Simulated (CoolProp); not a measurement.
Vapour pressure (MPa) of carbon dioxide: the reference equation beside estimates from Tc = 304.1 K, pc = 7.377 MPa, ω = 0.224. Clausius-Clapeyron is anchored at 240.7 K with a constant enthalpy of vaporisation of 13.57 kJ/mol.

Values from CoolProp's reference Helmholtz-energy equation of state, Span 1996.

```csv
T (K),reference,Lee-Kesler,Clausius-Clapeyron,van der Waals,Redlich-Kwong,Soave-Redlich-Kwong,Peng-Robinson
222.1,0.6537,0.6546,0.7446,1.829,0.9131,0.6545,0.6497
224.8,0.7292,0.7300,0.8133,1.941,1.005,0.7302,0.7242
227.5,0.8111,0.8117,0.8865,2.058,1.103,0.8124,0.8050
230.1,0.8963,0.8967,0.9614,2.174,1.203,0.8979,0.8890
232.8,0.9916,0.9917,1.044,2.299,1.314,0.9937,0.9832
235.4,1.090,1.090,1.128,2.423,1.428,1.093,1.081
238.1,1.200,1.200,1.220,2.557,1.553,1.204,1.190
240.7,1.314,1.312,1.314,2.690,1.680,1.318,1.302
243.4,1.440,1.438,1.416,2.833,1.820,1.445,1.427
246,1.569,1.567,1.520,2.976,1.961,1.576,1.556
248.7,1.713,1.709,1.634,3.128,2.116,1.721,1.699
251.3,1.860,1.855,1.749,3.279,2.273,1.869,1.845
254,2.022,2.016,1.874,3.441,2.445,2.033,2.007
256.6,2.187,2.180,2.000,3.601,2.618,2.201,2.173
```

Absolute difference from the reference over all 14 rows, mean and median: Lee-Kesler 0.1 and 0.1 %, Clausius-Clapeyron 6.0 and 5.6 %, van der Waals 113.9 and 108.9 %, Redlich-Kwong 29.0 and 28.6 %, Soave-Redlich-Kwong 0.3 and 0.3 %, Peng-Robinson 0.8 and 0.8 %.
